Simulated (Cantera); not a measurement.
A Cantera script and what it prints.

```python
import numpy as np
import cantera as ct

gas_names = """
    H HO2 H2 H2O H2O2 O OH O2 O3 Ti TiO TiO2
""".split()
cond_names = """
    H2O(s) H2O(L) Ti(a) Ti(b) Ti(L) TiO(a) TiO(b) TiO(L) TiO2(ru) TiO2(L) Ti2O3(a) Ti2O3(b) Ti2O3(L)
    Ti3O5(a) Ti3O5(b) Ti3O5(L) Ti4O7(s) Ti4O7(L)
""".split()


# ... load() reads the species with a 1 bar reference pressure and builds the phases ...
atoms = {
    'Ti': {'Ti': 1},
    'H2O': {'H': 2, 'O': 1},
    'H2': {'H': 2},
}
top_T = {}  # K; cautious upper limits of use, not melting points


# ... equilibrate(T, P, feed) seeds the gas with the atoms and calls Mixture.equilibrate('TP', solver="vcs", rtol=1e-11, max_steps=5000) ...
results = []
feed = {'Ti': 1, 'H2O': 0.08, 'H2': 2}  # mol
T = 1300  # K
P = 770  # Pa
mix = equilibrate(T, P, feed)
results.append((T, P, feed, dict(zip(mix.species_names, mix.species_moles))))
x = sorted(zip(gas.X, gas.species_names), reverse=True)
print(f"T = {T:g} K  P = {P:g} Pa  gas = {mix.phase_moles(0):.4g} mol")
print("   x: " + "  ".join(f"{s} {v:.3e}" for v, s in x if v > 1e-05))
print("   condensed (mol): " + ("  ".join(f"{mix.phase(i).name} {mix.phase_moles(i):.4g}"
      for i in range(1, mix.n_phases) if mix.phase_moles(i) > 1e-12) or "none"))
```

Output:

```
T = 1300 K  P = 770 Pa  gas = 2.08 mol
   x: H2 1.000e+00  H 1.261e-05
   condensed (mol): Ti(b) 0.92  TiO(b) 0.08
```

Equilibrium computed with Cantera from the NASA thermochemical tables; the gas is ideal and each condensed phase is pure. Mutual solubility and eutectic melting of coexisting phases are not modelled. TiO: taken at fixed stoichiometry. Condensed phases not in the tables: N, O or C dissolved in the metal.
